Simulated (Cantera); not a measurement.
A perfectly stirred reactor is fed with CO : O2 : H2O : N2 = 0.0049 : 0.017 : 0.002 : 1 (molar parts), equivalence ratio 0.14, at 1.01 bar; it is held at 1348 K, and followed from long to short residence time.

Model: GRI-Mech 3.0 (53 species, 325 reactions), integrated in Cantera.

### Question
What does this change do: CO 0.0049 to 0.029 parts?

### Answer
```
quantity                 before     after
---------------------  --------  --------
x(CO) at τ = 1.80 s     5.81e-5  0.000477
x(O2) at τ = 1.80 s      0.0143   0.00264
x(H2O) at τ = 1.80 s    0.00195   0.00191
x(CO2) at τ = 1.80 s    0.00474    0.0276
x(HO2) at τ = 1.80 s    2.26e-7   3.60e-7
x(CO) at τ = 38.0 ms   0.000734   0.00420
x(O2) at τ = 38.0 ms     0.0145   0.00441
x(H2O) at τ = 38.0 ms   0.00192   0.00172
x(CO2) at τ = 38.0 ms   0.00406    0.0238
x(HO2) at τ = 38.0 ms   1.20e-6   1.02e-6
```
